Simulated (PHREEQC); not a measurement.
# City or well water (model solution)

Model water analysis in mg/kgw, 70 °C, pH 6.54, pe 10.2: Na 136; K 0.0435; Ca 11.8; Mg 3.5; Cl 58.3; S(6) as SO4 111; Alkalinity as HCO3 166; Cd 0.323.

Valence states are taken as typed.

Model: ion-association model, phreeqc.dat, run in PHREEQC.

This is a speciation only: nothing precipitates in the calculation.

Task: Predict the specific conductance, charge-balance error.

Result: specific conductance 1520 µS/cm; charge-balance error 0.9 %.

Task: In which forms is Mg present?

Result: Mg+2 75 %, MgSO4 23 %, MgHCO3+ 2.3 % of the Mg.

Complexes and solids missing from the database can't appear. Away from 25 °C the constants follow the database's enthalpies or fits; those with neither stay at their 25 °C values.
